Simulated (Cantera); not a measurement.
An isothermal, constant-pressure homogeneous reactor starts with 47.6 % NO, 52.4 % N2, at 1850 K and 0.130 bar.

Detailed kinetics in Cantera: GRI-Mech 3.0 (53 species, 325 reactions).

Task: Predict: x(NO) at 3.00 s; x(O) at 3.00 s; x(N2) at 3.00 s; x(N2O) at 3.00 s; x(NO2) at 3.00 s; x(O2) at 3.00 s.

Result: x(NO) at 3.00 s: 0.404 (gas-phase equilibrium 0.00512)
x(O) at 3.00 s: 0.000114 (gas-phase equilibrium 0.000261)
x(N2) at 3.00 s: 0.560 (gas-phase equilibrium 0.759)
x(N2O) at 3.00 s: 6.26e-5 (gas-phase equilibrium 1.03e-7)
x(NO2) at 3.00 s: 0.000140 (gas-phase equilibrium 4.42e-6)
x(O2) at 3.00 s: 0.0360 (gas-phase equilibrium 0.235)
